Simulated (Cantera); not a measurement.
A closed system holds: 1 mol Si, 0.76 mol Br2, 24 mol H2, at 20.3 Torr.

These are equilibrium values from Cantera (NASA tables, ideal gas, pure condensed phases), not measurements of a reactor. Candidate condensed phases: Br2, Si; 19 gas species. The tables' values for SiBr3, SiBr are old estimates; treat these amounts as uncertain. The numbers say what is thermodynamically allowed, not how fast it happens.

x: gas mole fraction; n: condensed amount in mol.

| T (K) | x H2 | x HBr | x SiBr4 | x SiBr2 | x SiHBr3 | x Br | x SiBr3 | n Si(s) |
|---|---|---|---|---|---|---|---|---|
| 923 | 0.972 | 0.0164 | 0.0103 | 0.000240 | 0.00124 | 8.48e-8 | 7.27e-5 | 0.708 |
| 973 | 0.966 | 0.0238 | 0.00829 | 0.000592 | 0.00109 | 3.42e-7 | 0.000127 | 0.751 |
| 1023 | 0.959 | 0.0323 | 0.00595 | 0.00124 | 0.000871 | 1.16e-6 | 0.000189 | 0.796 |
| 1073 | 0.953 | [?] | [?] | [?] | [?] | [?] | 0.000232 | 0.835 |
| 1123 | 0.948 | 0.0462 | 0.00175 | 0.00322 | 0.000365 | 8.27e-6 | 0.000231 | 0.862 |
| 1173 | 0.946 | 0.0493 | 0.000710 | 0.00404 | 0.000190 | 1.77e-5 | 0.000190 | 0.873 |
| 1223 | 0.944 | 0.0504 | 0.000265 | 0.00460 | 9.27e-5 | 3.44e-5 | 0.000142 | 0.873 |
| 1273 | 0.944 | 0.0505 | 1.00e-4 | 0.00499 | 4.54e-5 | 6.23e-5 | 0.000103 | 0.870 |
| 1323 | 0.944 | 0.0502 | 3.94e-5 | 0.00530 | 2.30e-5 | 0.000107 | 7.46e-5 | 0.865 |
| 1373 | 0.944 | 0.0498 | [?] | 0.00557 | [?] | [?] | 5.49e-5 | 0.860 |
| 1423 | 0.944 | 0.0493 | 7.23e-6 | 0.00579 | 6.67e-6 | 0.000280 | 4.10e-5 | 0.855 |
| 1473 | 0.945 | 0.0488 | 3.35e-6 | 0.00599 | 3.80e-6 | 0.000431 | 3.11e-5 | 0.850 |
| 1523 | 0.945 | 0.0483 | 1.63e-6 | 0.00616 | 2.24e-6 | 0.000645 | 2.39e-5 | 0.846 |

Q: Some entries are withheld; supply them.

A: 
- 1373, x SiBr4: 1.64e-5
- 1373, x SiHBr3: 1.21e-5
- 1373, x Br: 0.000176
- 1073, x HBr: 0.0403
- 1073, x SiBr4: 0.00359
- 1073, x SiBr2: 0.00219
- 1073, x SiHBr3: 0.000612
- 1073, x Br: 3.36e-6
